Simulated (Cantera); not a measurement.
**Thermodynamics of silicon etching in halogen gases, feed Si + Cl2 + H2**

Charge: 1 mol Si, 7.7 mol Cl2, a varied amount of H2, equilibrated at 1325 K and 0.130 bar.

Method: chemical equilibrium by Gibbs-energy minimisation in Cantera with the NASA 1993 tables (ideal gas, pure condensed phases). Candidate condensed phases: Si; 19 gas species. The tables' values for SiCl3 are old estimates; treat these amounts as uncertain. Rates play no part.

```tsv
n(H2) (mol)	x H2	x HCl	x Cl2	x SiCl4	x Cl	x SiCl2	x SiCl3
0.54	2.48e-10	0.147	0.682	0.136	0.0354	2.76e-11	8.30e-7
0.9	7.07e-10	0.233	0.604	0.129	0.0333	2.97e-11	8.41e-7
1.5	2.09e-9	0.360	0.490	0.120	0.0300	3.40e-11	8.67e-7
2.5	6.86e-9	0.537	0.331	0.107	0.0246	4.49e-11	9.42e-7
4.1	3.22e-8	0.753	0.139	0.0919	0.0160	9.16e-11	1.24e-6
6.9	0.0869	0.840	6.39e-8	0.0715	1.08e-5	0.000155	0.00143
11	0.296	0.648	1.12e-8	0.0520	4.53e-6	0.000645	0.00249
19	0.511	0.450	3.12e-9	0.0325	2.39e-6	0.00144	0.00294
31	0.663	0.311	1.15e-9	0.0191	1.45e-6	0.00231	0.00285
52	0.779	0.204	4.21e-10	0.00955	8.79e-7	0.00314	0.00235
87	0.858	0.131	1.58e-10	0.00404	5.39e-7	0.00354	0.00162
```
x: gas mole fraction; nothing condenses.

From 0.54 mol H2 to 87 mol H2 nothing is condensed. The main Si-bearing gas is SiCl4 throughout.
